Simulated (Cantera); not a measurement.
Feed: 1 mol toluene, 0.71 mol CO2, 54 mol H2, at 0.0160 bar.

Method: chemical equilibrium by Gibbs-energy minimisation in Cantera with the NASA 1993 tables (ideal gas, pure condensed phases). Candidate condensed phases: C, C6H6, C7H8, C8H18, H2O; 110 gas species. Equilibrium is a limit: real reactors are often held back by kinetics, nucleation or transport.

At 1925 K, list the 4 most abundant gas species with their mole fractions, and the condensed phases.

H2 0.968, CO 0.0238, H 0.00744, C2H2 (acetylene) 0.000443. Condensed: C(graphite).
